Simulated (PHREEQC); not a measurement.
A made-up water analysis in mmol/kgw, 25 °C, pH 5.99, pe 8.2:

| constituent | mmol/kgw |
|---|---|
| Na | 0.0602 |
| K | 0.00834 |
| Ca | 0.0171 |
| Mg | 0.00335 |
| Cl | 0.00719 |
| S(6) | 0.00631 |
| Alkalinity (meq/kgw) | 0.0854 |
| Pb | 0.00279 |
| Si | 0.00145 |
| O(0) (counted as O atoms) | 4.29e-05 |

Valence states are taken as typed.

Equilibrium calculation in PHREEQC: ion-association model, wateq4f.dat.

Each row changes one thing in this solution. Precipitation was switched off in this run.

```
case                                               CO2 (mol/kgw)  HCO3- (mol/kgw)  Pb+2 (mol/kgw)  PbHCO3+ (mol/kgw)  PbCO3 (mol/kgw)  PbOH+ (mol/kgw)  SI of Cerrusite (PbCO3)  SI of Pb(OH)2 (Pb(OH)2)
-------------------------------------------------  -------------  ---------------  --------------  -----------------  ---------------  ---------------  -----------------------  -----------------------
as made                                                 0.000195          8.59e-5         2.43e-6            1.57e-7          1.55e-7          4.44e-8                    -0.92                    -1.81
Mg from 0.00335 to 0.0067 mmol/kgw                      0.000195          8.59e-5         2.43e-6            1.57e-7          1.55e-7          4.43e-8                    -0.92                    -1.81
all concentrations times 4 at the same typed pH         0.000756         0.000337         7.44e-6            1.79e-6          1.75e-6          1.31e-7                    +0.13                    -1.34
Ca from 0.0171 to 0.00855 mmol/kgw                      0.000195          8.59e-5         2.42e-6            1.57e-7          1.56e-7          4.44e-8                    -0.92                    -1.81
temperature from 25 to 15 °C at the same typed pH       0.000228          8.60e-5         2.45e-6            1.59e-7          1.25e-7          4.49e-8                    -0.89                    -2.16
```

Some of these states are supersaturated (in Cerrusite, for instance).
